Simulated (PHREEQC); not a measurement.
A column of 0.1 m (40 cells, dispersivity 0.0035 m, 720 s a shift, diffusion coefficient 3e-10 m²/s) holds 0.00027 eq of the database's cation exchanger X per kg of pore water, first in equilibrium with 9 mmol/kgw KCl, 0.47 mmol/kgw CaCl2, 42 mmol/kgw SrCl2 and 0.01 mmol/kgw HCl. It is flushed with 0.00058 mol/kgw KBr and 1e-05 mol/kgw HCl, at 25 °C. Values are for the last cell. CO2 from the air is kept out. No solid was allowed to form.

The series has 31 steps of pore volumes, from 0 to 3.013.

Computed with PHREEQC (ion-association model, phreeqc.dat).

Task: After how many pore volumes does Br at the outlet first reach half of its feed value?

Result: By 1.0 pore volumes.
